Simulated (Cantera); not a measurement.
Charge: 1 mol BN, 32 mol Cl2, a varied amount of H2, 4.3 mol NF3, held at 2000 K and 0.290 bar.

Method: chemical equilibrium by Gibbs-energy minimisation in Cantera with the NASA 1993 tables (ideal gas, pure condensed phases). Candidate condensed phases: B, BN, NH4Cl; 40 gas species. Kinetics and transport are ignored.

Question: At 24 mol H2, list the 4 most abundant gas species with their mole fractions, and the condensed phases.

Answer: HCl 0.510, Cl 0.270, HF 0.133, Cl2 0.0387. Condensed: gas only.
